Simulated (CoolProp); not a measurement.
A simple Rankine cycle with R113: condensing at 333.15 K, boiler at 2.44 MPa, turbine inlet 480.1 K, turbine efficiency 0.9, pump efficiency 0.8, no recuperator. Each further row changes one setting.

Model: reference Helmholtz-energy equation of state, Marx 1992, in CoolProp.

```tsv
case	thermal efficiency (%)	net work (kJ/kg)	heat in (kJ/kg)	turbine exit temperature (K)	volume ratio over the turbine
as stated	17.6	39.5	225	394.8	19.6
condensing temperature 325.15 K	…	43.2	232	389.3	25.0
boiler pressure 1.71 MPa	15.9	37.5	…	411.9	…
turbine efficiency 0.8	15.5	34.9	225	401.0	19.9
```

Question: What belongs in the gaps?

Answer: 
- condensing temperature 325.15 K, thermal efficiency (%): 18.6
- boiler pressure 1.71 MPa, heat in (kJ/kg): 236
- boiler pressure 1.71 MPa, volume ratio over the turbine: 12.0
